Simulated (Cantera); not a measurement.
An adiabatic, constant-volume homogeneous reactor starts with 19.0 % CO, 26.5 % H₂, 10.3 % O₂, 38.9 % N₂, 5.31 % H₂O, equivalence ratio 2.2, at 1300 K and 18000 Torr.

Model: GRI-Mech 3.0 (53 species, 325 reactions), integrated in Cantera. The hydrogen kinetics of GRI-Mech 3.0 are dated; newer H2 mechanisms differ, most at raised pressure. The pressure lies above the range GRI-Mech 3.0 was tuned for (to about 10 atm).

Q: Predict: time of steepest temperature rise; temperature at 2.00 s; equilibrium temperature; x(CO) at 2.00 s; x(H₂) at 2.00 s; x(O₂) at 2.00 s; x(NO) at 2.00 s; x(NO₂) at 2.00 s.

A: 
| Property | Result |
|---|---|
| time of steepest temperature rise | 15.0 µs |
| temperature at 2.00 s | 2970 K |
| equilibrium temperature | 2970 K |
| x(CO) at 2.00 s | 0.163 (gas-phase equilibrium 0.163) |
| x(H₂) at 2.00 s | 0.112 (gas-phase equilibrium 0.112) |
| x(O₂) at 2.00 s | 0.000148 (gas-phase equilibrium 0.000148) |
| x(NO) at 2.00 s | 0.000905 (gas-phase equilibrium 0.000905) |
| x(NO₂) at 2.00 s | 9.95e-8 (gas-phase equilibrium 9.95e-8) |
